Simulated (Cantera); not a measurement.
What does this Cantera script print?

```python
import numpy as np
import cantera as ct

gas_names = [...]  # 113 gases of nasa_gas.yaml made of C, H, O, Ta
cond_names = """
    C(gr) C6H6(L) C7H8(L) C8H18(L),n-octa H2O(s) H2O(L) Ta(cr) Ta(L) TaC(s) TaC(L) Ta2O5(s) Ta2O5(L)
""".split()


# ... load() reads the species with a 1 bar reference pressure and builds the phases ...
atoms = {
    'Ta2O5': {'Ta': 2, 'O': 5},
    'CO': {'C': 1, 'O': 1},
    'H2': {'H': 2},
}
top_T = {'C(gr)': 4500}  # K; cautious upper limits of use, not melting points


# ... equilibrate(T, P, feed) seeds the gas with the atoms and calls Mixture.equilibrate('TP', solver="gibbs", rtol=1e-10, max_steps=50000) ...
results = []
feed = {'Ta2O5': 1, 'CO': 5.9, 'H2': 13}  # mol
P = 6900  # Pa
for T in [1023, 1173, 1323, 1473, 1623, 1773, 1923, 2073, 2223, 2373]:
    mix = equilibrate(T, P, feed)
    results.append((T, P, feed, dict(zip(mix.species_names, mix.species_moles))))

top = {s: max(r[3][s] / sum(r[3][g] for g in gas_names) for r in results) for s in gas_names}
cols = sorted((s for s in top if top[s] > 1e-05), key=lambda s: -top[s])[:7]
seen = [c for c in cond_names if any(r[3].get(c, 0) > 1e-12 for r in results)]
print("log10 of partial pressures in bar; condensed amounts in mol")
print(f"{'T/K':>10s}" + "".join(f"{s[:9]:>10s}" for s in cols + seen))
for T, P, feed, n in results:
    ng = sum(n[g] for g in gas_names)
    print(f"{T:10.4g}" + "".join(f"{np.log10(max(n[s] / ng * P / 1e5, 1e-99)):10.3f}" for s in cols)
          + "".join(f"{n.get(c, 0):10.4g}" for c in seen))
```

It prints:

```
log10 of partial pressures in bar; condensed amounts in mol
       T/K        H2        CO         H       H2O       CH4      TaO2       CO2     C(gr)    Ta(cr)    TaC(s)  Ta2O5(s)  Ta2O5(L)
      1023    -1.325    -1.675    -9.046    -3.563    -3.776   -22.941    -3.796   0.07212         0         0         1         0
      1173    -1.324    -1.667    -7.591    -4.361    -4.440   -18.104    -4.809         0         0   0.00178    0.9991         0
      1323    -1.324    -1.667    -6.462    -4.207    -5.736   -14.772    -4.818         0         0  0.005907     0.997         0
      1473    -1.324    -1.667    -5.560    -4.089    -6.763   -12.136    -4.825         0         0  0.007535    0.9962         0
      1623    -1.325    -1.668    -4.823    -3.996    -7.595   -10.000    -4.831         0         0  0.009049    0.9955         0
      1773    -1.325    -1.668    -4.208    -3.922    -8.281    -8.238    -4.834         0         0   0.01051    0.9947         0
      1923    -1.326    -1.668    -3.689    -3.862    -8.857    -6.761    -4.837         0         0   0.01189     0.994         0
      2073    -1.329    -1.670    -3.245    -3.818    -9.345    -5.516    -4.843         0         0   0.01292         0    0.9931
      2223    -1.336    -1.672    -2.862    -3.742    -9.816    -4.564    -4.807         0   0.01939         0         0    0.9857
      2373    -1.351    -1.678    -2.530    -3.584   -10.346    -3.795    -4.676         0   0.01675         0         0    0.9639
```

Method: chemical equilibrium by Gibbs-energy minimisation in Cantera with the NASA 1993 tables (ideal gas, pure condensed phases). Mutual solubility and eutectic melting of coexisting phases are not modelled. TaC: taken at fixed stoichiometry. Condensed phases not in the tables: Ta2C, N, O or C dissolved in the metal.
